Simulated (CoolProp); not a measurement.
Vapour-liquid equilibrium of R22 (1) + R134a (2) at 0.0543 bar; x and y are mole fractions of (1).

Values from CoolProp's multi-fluid Helmholtz-energy mixture model, Kamei 1995 and Tillner-Roth 1994; pair parameters Bell 2016.

```tsv
x	bubble temperature, mixture model (°C)	bubble temperature, Raoult's law (°C)	y, mixture model	y, Raoult's law
0.05	-76.6	-76.2	0.152	0.125
0.2	-80.0	-79.0	0.450	0.411
0.35	-82.4	-81.3	0.626	0.607
0.5	-84.2	-83.4	0.745	0.745
0.65	-85.7	-85.1	0.836	0.847
0.8	-87.0	-86.7	0.912	0.924
0.95	-88.1	-88.1	0.979	0.983
```

The largest gap from Raoult's law is -1.1 K in bubble temperature, at x = 0.35. No azeotrope shows between x = 0.05 and 0.95.

Pair parameters are fitted to limited data, so mixtures are less certain than the pure fluids.
